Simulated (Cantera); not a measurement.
## Ignition delay

Mixture: CO : H2 : O2 : N2 = 1 : 0.037 : 0.96 : 3.61 (molar parts), equivalence ratio 0.54, at 13.0 bar, adiabatic and at constant pressure. Ignition delay is the time to a rise of 400 K.

Computed with Cantera and GRI-Mech 3.0 (53 species, 325 reactions). The hydrogen kinetics of GRI-Mech 3.0 are dated; newer H2 mechanisms differ, most at raised pressure. The pressure lies above the range GRI-Mech 3.0 was tuned for (to about 10 atm).

| T0 (K) | delay (ms) |
|---|---|
| 1250 | 0.0715 |
| 1325 | 0.0317 |
| 1400 | 0.0188 |
| 1475 | 0.0133 |
| 1550 | 0.0104 |

| Property | Value |
|---|---|
| apparent activation energy between 1400 and 1550 K | 72 kJ/mol |
